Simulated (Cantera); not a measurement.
What does this Cantera script print?

```python
import numpy as np
import cantera as ct

gas_names = """
    H HO2 H2 H2O H2O2 O OH O2 O3 Si SiH SiH2 SiH3 SiH4 SiO SiO2 Si2 Si3
""".split()
cond_names = """
    H2O(s) H2O(L) Si(cr) Si(L) SiO2(Lqz) SiO2(hqz) SiO2(L)
""".split()


# ... load() reads the species with a 1 bar reference pressure and builds the phases ...
atoms = {
    'SiO2': {'Si': 1, 'O': 2},
    'Si': {'Si': 1},
    'H2': {'H': 2},
}
top_T = {}  # K; cautious upper limits of use, not melting points


# ... equilibrate(T, P, feed) seeds the gas with the atoms and calls Mixture.equilibrate('TP', solver="vcs", rtol=1e-11, max_steps=5000) ...
results = []
feed = {'SiO2': 1, 'Si': 0.048, 'H2': 0.011}  # mol
for P in [1, 5.6, 32, 180, 1000, 5600, 32000, 180000, 1000000]:
    for T in [1723, 1748, 1773, 1798, 1823, 1848, 1873, 1898, 1923, 1948, 1973, 1998, 2023]:
        mix = equilibrate(T, P, feed)
        results.append((T, P, feed, dict(zip(mix.species_names, mix.species_moles))))

for T, P, feed, n in results:
    print(f"{T:7g} {P:10.4g}  " + (" + ".join(c for c in cond_names if n.get(c, 0) > 1e-12) or "gas only"))
```

It prints:

```
   1723          1  SiO2(L)
   1748          1  SiO2(L)
   1773          1  SiO2(L)
   1798          1  SiO2(L)
   1823          1  SiO2(L)
   1848          1  SiO2(L)
   1873          1  SiO2(L)
   1898          1  SiO2(L)
   1923          1  SiO2(L)
   1948          1  SiO2(L)
   1973          1  gas only
   1998          1  gas only
   2023          1  gas only
   1723        5.6  SiO2(L)
   1748        5.6  SiO2(L)
   1773        5.6  SiO2(L)
   1798        5.6  SiO2(L)
   1823        5.6  SiO2(L)
   1848        5.6  SiO2(L)
   1873        5.6  SiO2(L)
   1898        5.6  SiO2(L)
   1923        5.6  SiO2(L)
   1948        5.6  SiO2(L)
   1973        5.6  SiO2(L)
   1998        5.6  SiO2(L)
   2023        5.6  SiO2(L)
   1723         32  SiO2(L)
   1748         32  SiO2(L)
   1773         32  SiO2(L)
   1798         32  SiO2(L)
   1823         32  SiO2(L)
   1848         32  SiO2(L)
   1873         32  SiO2(L)
   1898         32  SiO2(L)
   1923         32  SiO2(L)
   1948         32  SiO2(L)
   1973         32  SiO2(L)
   1998         32  SiO2(L)
   2023         32  SiO2(L)
   1723        180  SiO2(L)
   1748        180  SiO2(L)
   1773        180  SiO2(L)
   1798        180  SiO2(L)
   1823        180  SiO2(L)
   1848        180  SiO2(L)
   1873        180  SiO2(L)
   1898        180  SiO2(L)
   1923        180  SiO2(L)
   1948        180  SiO2(L)
   1973        180  SiO2(L)
   1998        180  SiO2(L)
   2023        180  SiO2(L)
   1723       1000  SiO2(L)
   1748       1000  SiO2(L)
   1773       1000  SiO2(L)
   1798       1000  SiO2(L)
   1823       1000  SiO2(L)
   1848       1000  SiO2(L)
   1873       1000  SiO2(L)
   1898       1000  SiO2(L)
   1923       1000  SiO2(L)
   1948       1000  SiO2(L)
   1973       1000  SiO2(L)
   1998       1000  SiO2(L)
   2023       1000  SiO2(L)
   1723       5600  Si(L) + SiO2(L)
   1748       5600  Si(L) + SiO2(L)
   1773       5600  Si(L) + SiO2(L)
   1798       5600  Si(L) + SiO2(L)
   1823       5600  SiO2(L)
   1848       5600  SiO2(L)
   1873       5600  SiO2(L)
   1898       5600  SiO2(L)
   1923       5600  SiO2(L)
   1948       5600  SiO2(L)
   1973       5600  SiO2(L)
   1998       5600  SiO2(L)
   2023       5600  SiO2(L)
   1723    3.2e+04  Si(L) + SiO2(L)
   1748    3.2e+04  Si(L) + SiO2(L)
   1773    3.2e+04  Si(L) + SiO2(L)
   1798    3.2e+04  Si(L) + SiO2(L)
   1823    3.2e+04  Si(L) + SiO2(L)
   1848    3.2e+04  Si(L) + SiO2(L)
   1873    3.2e+04  Si(L) + SiO2(L)
   1898    3.2e+04  Si(L) + SiO2(L)
   1923    3.2e+04  Si(L) + SiO2(L)
   1948    3.2e+04  Si(L) + SiO2(L)
   1973    3.2e+04  Si(L) + SiO2(L)
   1998    3.2e+04  SiO2(L)
   2023    3.2e+04  SiO2(L)
   1723    1.8e+05  Si(L) + SiO2(L)
   1748    1.8e+05  Si(L) + SiO2(L)
   1773    1.8e+05  Si(L) + SiO2(L)
   1798    1.8e+05  Si(L) + SiO2(L)
   1823    1.8e+05  Si(L) + SiO2(L)
   1848    1.8e+05  Si(L) + SiO2(L)
   1873    1.8e+05  Si(L) + SiO2(L)
   1898    1.8e+05  Si(L) + SiO2(L)
   1923    1.8e+05  Si(L) + SiO2(L)
   1948    1.8e+05  Si(L) + SiO2(L)
   1973    1.8e+05  Si(L) + SiO2(L)
   1998    1.8e+05  Si(L) + SiO2(L)
   2023    1.8e+05  Si(L) + SiO2(L)
   1723      1e+06  Si(L) + SiO2(L)
   1748      1e+06  Si(L) + SiO2(L)
   1773      1e+06  Si(L) + SiO2(L)
   1798      1e+06  Si(L) + SiO2(L)
   1823      1e+06  Si(L) + SiO2(L)
   1848      1e+06  Si(L) + SiO2(L)
   1873      1e+06  Si(L) + SiO2(L)
   1898      1e+06  Si(L) + SiO2(L)
   1923      1e+06  Si(L) + SiO2(L)
   1948      1e+06  Si(L) + SiO2(L)
   1973      1e+06  Si(L) + SiO2(L)
   1998      1e+06  Si(L) + SiO2(L)
   2023      1e+06  Si(L) + SiO2(L)
```

Equilibrium computed with Cantera from the NASA thermochemical tables; the gas is ideal and each condensed phase is pure. Each liquid is taken as pure. Mutual solubility and eutectic melting of coexisting phases are not modelled. The tables hold silica as quartz up to 1696 K and as liquid above; real silica turns to tridymite and cristobalite and melts near 1996 K.
